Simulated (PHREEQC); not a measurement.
Make-up at 20 °C: 0.015 mol NiSO4, 0.12 mol H3BO3 and 0.0021 mol HCl per kg of water. Closed to the air; pH follows from the charge balance.

Computed with PHREEQC (ion-association model, wateq4f.dat).

**Question.** The ionic strength comes out as 0.0430 mol/kgw. What activity coefficients do HSO4-, H+, SO4-2, Ni(SO4)2-2, NiCl+ get?

**Answer.** HSO4- 0.83, H+ 0.86, SO4-2 0.48, Ni(SO4)2-2 0.48, NiCl+ 0.83.

Precipitation was switched off in this run. Complexes and solids missing from the database can't appear.
